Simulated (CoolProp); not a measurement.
Computed with CoolProp (reference Helmholtz-energy equation of state, Span 2000).

Q: Give the vapour pressure (bar), liquid density (kg/m³), surface tension (mN/m), liquid viscosity (µPa s) of saturated nitrogen at -175.55, -166.85, -149.45 °C.

A: 
```
T (°C)   p (bar)  liquid density (kg/m³)  surface tension (mN/m)  liquid viscosity (µPa s)
-------  -------  ----------------------  ----------------------  ------------------------
-175.55     6.56                     704                    4.56                      81.4
-166.85     11.7                     649                    2.90                      62.8
-149.45     30.1                     462                   0.218                      30.6
```

Viscosity comes from a separate model (Lemmon 2004). Surface tension comes from a separate correlation (Mulero 2012).
